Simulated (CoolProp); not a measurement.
Saturation properties of fluoroethane (R161) (Tc = 375.2 K, pc = 5.010 MPa, ω = 0.216).

The numbers come from the reference Helmholtz-energy equation of state, Wu 2012 in CoolProp.

| T (K) | p (MPa) | liquid density (kg/m³) | vapour density (kg/m³) | liquid cp (kJ/(kg K)) | surface tension (mN/m) |
|---|---|---|---|---|---|
| 181.3 | 0.003431 | 890.3 | 0.1097 | 1.954 | 25.9 |
| 191 | 0.007420 | 877.8 | 0.2255 | 1.932 | 24.4 |
| 200.7 | 0.01471 | 865.1 | 0.4269 | 1.920 | 23.0 |
| 210.4 | 0.02710 | 852.3 | 0.7539 | 1.919 | 21.6 |
| 220.1 | 0.04692 | 839.3 | 1.256 | 1.928 | 20.2 |
| 229.8 | 0.07704 | 825.9 | 1.993 | 1.947 | 18.8 |
| 239.5 | 0.1208 | 812.1 | 3.033 | 1.975 | 17.4 |
| 249.2 | 0.1821 | 797.8 | 4.458 | 2.010 | 16.0 |
| 258.9 | 0.2653 | 782.7 | 6.358 | 2.053 | 14.7 |
| 268.6 | 0.3749 | 766.8 | 8.842 | 2.102 | 13.3 |
| 278.3 | 0.5159 | 749.9 | 12.04 | 2.158 | 12.0 |
| 288 | 0.6935 | 731.7 | 16.09 | 2.221 | 10.7 |
| 297.7 | 0.9132 | 712.0 | 21.20 | 2.291 | 9.35 |

It boils at 235.6 K under 1 atm.

Surface tension comes from a separate correlation (Mulero 2012).
